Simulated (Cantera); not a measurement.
Feed: 1 mol Si(CH3)4, 0.33 mol HCl, 210 mol H2, at 1198 K and 1.33 mbar.

These are equilibrium values from Cantera (NASA tables, ideal gas, pure condensed phases), not measurements of a reactor. Candidate condensed phases: C, C6H6, C7H8, C8H18, Si, SiC; 109 gas species. Kinetics and transport are ignored.

Base state: H2 0.998, HCl 0.00153, CH4 2.13e-5 (mole fractions); condensed: C(graphite) + SiC(s).

Problem. What changes in the equilibrium state with this change: temperature from 1198 K to 2423 K?

Solution. 
```json
[
 {"species": "H2", "before": "0.998", "after": "0.611"},
 {"species": "H", "before": "5.20e-6", "after": "0.379"},
 {"species": "C2H2 (acetylene)", "before": "9.88e-8", "after": "0.00472"},
 {"species": "Si", "before": "<1e-9", "after": "0.00306"},
 {"species": "SiC2", "before": "<1e-9", "after": "0.000631"},
 {"species": "C2H", "before": "<1e-9", "after": "0.000178"},
 {"species": "C3", "before": "<1e-9", "after": "0.000108"},
 {"species": "C(graphite), mol", "before": "3.00", "after": "0.906"},
 {"species": "SiC(s), mol", "before": "1.000", "after": "0"}
]
```

Problem. What changes in the equilibrium state with this change: Si(CH3)4 replaced by CH3SiH3?

Solution. 
```tsv
species	before	after
H2	0.998	0.998
HCl	0.00153	0.00155
CH4	2.13e-5	4.49e-7
C(graphite), mol	3.00	0
SiC(s), mol	1.000	1.000
```
The feed counts by its element totals alone.

Problem. What changes in the equilibrium state with this change: temperature from 1198 K to 2025 K?

Solution. 
| species | before | after |
|---|---|---|
| H2 | 0.998 | 0.944 |
| H | 5.20e-6 | 0.0512 |
| Si | <1e-9 | 0.00262 |
| SiC2 | <1e-9 | 0.000122 |
| Si2C | <1e-9 | 7.98e-5 |
| SiH | <1e-9 | 5.96e-5 |
| C2H2 (acetylene) | 9.88e-8 | 0.000854 |
| Cl | 6.90e-9 | 5.72e-5 |
| C(graphite), mol | 3.00 | 3.21 |
| SiC(s), mol | 1.000 | 0.337 |
